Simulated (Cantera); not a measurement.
## SiO₂ + C + N₂ (sublimation and decomposition of ceramics)

Feed: 1 mol SiO₂, 0.033 mol C, 0.075 mol N₂, at 13.3 mbar.

These are equilibrium values from Cantera (NASA tables, ideal gas, pure condensed phases), not measurements of a reactor. Candidate condensed phases: C, Si, SiC, SiO₂, Si₂N₂O, Si₃N₄; 34 gas species. Mutual solubility and eutectic melting of coexisting phases are not modelled. The tables hold silica as quartz up to 1696 K and as liquid above; real silica turns to tridymite and cristobalite and melts near 1996 K. Kinetics and transport are ignored.

From 1325 °C to 1400 °C the condensed part is SiO₂(β-quartz) + Si₂N₂O(s). From 1425 °C to 1450 °C the condensed part is SiO₂(condensed) + Si₂N₂O(s). From 1475 °C to 1500 °C the condensed part is SiO₂(condensed). The main Si-bearing gas is SiO throughout.

```tsv
T (°C)	log p N₂	log p CO	log p SiO	log p CO₂	log p Si	log p SiO₂	log p SiN	n SiO₂(β-quartz)	n Si₂N₂O(s)	n SiO₂(condensed)
1325	-2.06	-2.35	-3.90	-6.54	-9.70	-10.41	-10.80	0.978	0.0107	0
1350	-2.06	-2.35	-3.65	-6.54	-9.32	-10.11	-10.45	0.977	0.0104	0
1375	-2.07	-2.36	-3.40	-6.55	-8.94	-9.82	-10.12	0.977	0.01000	0
1400	-2.07	-2.37	-3.16	-6.56	-8.58	-9.54	-9.79	0.976	0.00920	0
1425	-2.09	-2.40	-2.93	-6.58	-8.21	-9.27	-9.47	0	0.00776	0.975
1450	-2.11	-2.44	-2.70	-6.63	-7.86	-9.02	-9.16	0	0.00494	0.972
1475	-2.15	-2.51	-2.51	-6.67	-7.57	-8.76	-8.93	0	0	0.967
1500	-2.15	-2.51	-2.51	-6.46	-7.66	-8.52	-9.05	0	0	0.967
```
log p: log10 of the partial pressure in bar; n: condensed amount in mol.
